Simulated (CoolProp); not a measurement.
A single-stage vapour-compression cycle with the fluid: evaporating at 237.15 K (dew point), condensing at 269.15 K (bubble point), superheat 10 K, subcooling 8 K, compressor efficiency 0.65, no pressure losses. The same conditions are run with several fluids, on thermodynamics alone (safety and materials aside).

Values from CoolProp's reference Helmholtz-energy equation of state of each fluid (R143a: Lemmon and Jacobsen 2000; chlorine: Thol 2021; ethane: Bücker 2006; R21: Platzer 1990; R227EA: Lemmon 2016; R134a: Tillner-Roth 1994). The equations of Platzer and Polt are older, rougher fits.

```json
[
 {"fluid": "R143a", "cooling COP": "4.41", "pressure ratio": "3.26", "discharge temperature (K)": "302.1", "refrigerating effect (kJ/kg)": "194", "volumetric capacity (kJ/m³)": "1410"},
 {"fluid": "chlorine", "cooling COP": "4.24", "pressure ratio": "___", "discharge temperature (K)": "___", "refrigerating effect (kJ/kg)": "270", "volumetric capacity (kJ/m³)": "881"},
 {"fluid": "ethane", "cooling COP": "4.05", "pressure ratio": "2.45", "discharge temperature (K)": "___", "refrigerating effect (kJ/kg)": "350", "volumetric capacity (kJ/m³)": "5220"},
 {"fluid": "R21", "cooling COP": "___", "pressure ratio": "4.97", "discharge temperature (K)": "341.2", "refrigerating effect (kJ/kg)": "243", "volumetric capacity (kJ/m³)": "148"},
 {"fluid": "R227EA", "cooling COP": "___", "pressure ratio": "4.22", "discharge temperature (K)": "285.9", "refrigerating effect (kJ/kg)": "121", "volumetric capacity (kJ/m³)": "___"},
 {"fluid": "R134a", "cooling COP": "___", "pressure ratio": "4.02", "discharge temperature (K)": "306.3", "refrigerating effect (kJ/kg)": "200", "volumetric capacity (kJ/m³)": "642"}
]
```

### Question
Fill in the missing entries.

### Answer

- chlorine, pressure ratio: 3.48
- chlorine, discharge temperature (K): 380.7
- ethane, discharge temperature (K): 308.9
- R21, cooling COP: 4.44
- R227EA, cooling COP: 4.49
- R227EA, volumetric capacity (kJ/m³): 409
- R134a, cooling COP: 4.47
